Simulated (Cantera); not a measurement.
Thermodynamics of metals in furnace atmospheres, feed Pb + H₂O + CO

Feed: 1 mol Pb, 0.14 mol H₂O, 28 mol CO, held at 700 °C and 8.40 bar.

Equilibrium computed with Cantera from the NASA thermochemical tables; the gas is ideal and each condensed phase is pure. Candidate condensed phases: C, C₆H₆, C₇H₈, C₈H₁₈, H₂O, Pb, PbO, PbO₂, Pb₃O₄; 113 gas species. Rates play no part.

The x(CO₂) is 0.702, the x(CO) is 0.289 and the x(H₂O) is 0.00507. The x(H₂) is 0.00336 and the x(CH₄) is 1.22e-5. The x(Pb) is 1.05e-6. The n(C(graphite)) is 11.6 mol and the n(Pb(l)) is 1.000 mol. The gas amount is 16.56 mol and the log10 activity of PbO₂(s) (absent) is -15.99.
